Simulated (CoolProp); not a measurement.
Nitrous oxide at 286.53 K and 1.65 MPa is throttled through a valve to 0.394 MPa with no heat exchange. Each further row changes one setting.

Computed with CoolProp (reference Helmholtz-energy equation of state, Lemmon 2006). It is a short technical equation, of lower accuracy than the large ones.

| case | temperature change (K) | final density (kg/m³) |
|---|---|---|
| as stated | [?] | 7.96 |
| outlet pressure 0.118 MPa | [?] | [?] |
| outlet pressure 0.512 MPa | -14.9 | [?] |

Task: Some entries are withheld; supply them.

Result: 
- as stated, temperature change (K): -16.6
- outlet pressure 0.118 MPa, temperature change (K): -20.5
- outlet pressure 0.118 MPa, final density (kg/m³): 2.37
- outlet pressure 0.512 MPa, final density (kg/m³): 10.4
